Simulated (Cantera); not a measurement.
A Cantera script and its output.

```python
import numpy as np
import cantera as ct

gas = ct.Solution("gri30.yaml")


def delay(T, t_max=10):
    gas.TPX = T, 170000, {'CH4': 1, 'H2': 0.41, 'O2': 1.58, 'N2': 5.92}
    reactor = ct.IdealGasConstPressureReactor(gas, clone=False)
    net = ct.ReactorNet([reactor])
    net.rtol, net.atol = 1e-8, 1e-16
    while net.time < t_max:
        t_old, T_old = net.time, reactor.T
        net.step()
        if reactor.T > T + 400:  # ignition: a rise of 400 K
            return t_old + (T + 400 - T_old) / (reactor.T - T_old) * (net.time - t_old)
    return np.nan


taus = []
for T in [1225, 1300, 1375, 1450, 1525, 1600, 1675, 1750]:
    taus.append(delay(T))
    print(f"T0 = {T:6g} K   tau = {taus[-1]:.4e} s")
```

It prints:

```
T0 =   1225 K   tau = 2.0125e-03 s
T0 =   1300 K   tau = 1.0593e-03 s
T0 =   1375 K   tau = 5.7307e-04 s
T0 =   1450 K   tau = 3.2158e-04 s
T0 =   1525 K   tau = 1.8863e-04 s
T0 =   1600 K   tau = 1.1594e-04 s
T0 =   1675 K   tau = 7.4447e-05 s
T0 =   1750 K   tau = 4.9635e-05 s
```

Computed with Cantera and GRI-Mech 3.0 (53 species, 325 reactions).
